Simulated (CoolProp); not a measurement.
A single-stage vapour-compression cycle with R365MFC: evaporating at 292.15 K (dew point), condensing at 319.15 K (bubble point), superheat 5 K, subcooling 0 K, compressor efficiency 0.6, no pressure losses. Each further row changes one setting.

Values from CoolProp's reference Helmholtz-energy equation of state, Lemmon 2016.

```tsv
case	cooling COP	pressure ratio	discharge temperature (K)	refrigerating effect (kJ/kg)	volumetric capacity (kJ/m³)
as stated	5.80	2.81	327.2	165	449
evaporating temperature 297.15 K	7.41	2.28	(withheld)	170	562
condensing temperature 314.15 K	(withheld)	2.36	(withheld)	172	469
subcooling 5 K	(withheld)	2.81	327.2	172	469
superheat 15 K	(withheld)	2.81	337.5	175	460
compressor efficiency 0.5	(withheld)	2.81	332.5	165	449
```

**Question.** Complete the blanks.

**Answer.** 
- evaporating temperature 297.15 K, discharge temperature (K): 326.3
- condensing temperature 314.15 K, cooling COP: 7.30
- condensing temperature 314.15 K, discharge temperature (K): 322.0
- subcooling 5 K, cooling COP: 6.05
- superheat 15 K, cooling COP: 5.93
- compressor efficiency 0.5, cooling COP: 4.83
